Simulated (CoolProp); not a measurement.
Vapour-liquid equilibrium of R134a (1) + n-butane (2) at 321.6 K; x and y are mole fractions of (1).

Values from CoolProp's multi-fluid Helmholtz-energy mixture model, Tillner-Roth 1994 and Bücker 2006; pair parameters Bell 2016.

Task: Give the bubble pressure and the first vapour's composition at x = 0.2, 0.5, 0.65. Is there an azeotrope?

Result: x = 0.2: 9.991 bar, y = 0.543; x = 0.5: 12.44 bar, y = 0.681; x = 0.65: 13.01 bar, y = 0.734. y crosses x between x = 0.8 and 0.95: the model has an azeotrope there.

The pair parameters rest on a limited set of measurements; away from them the model extrapolates. With so large a gap from Raoult's law the liquid may split in two, which this calculation doesn't test in full.
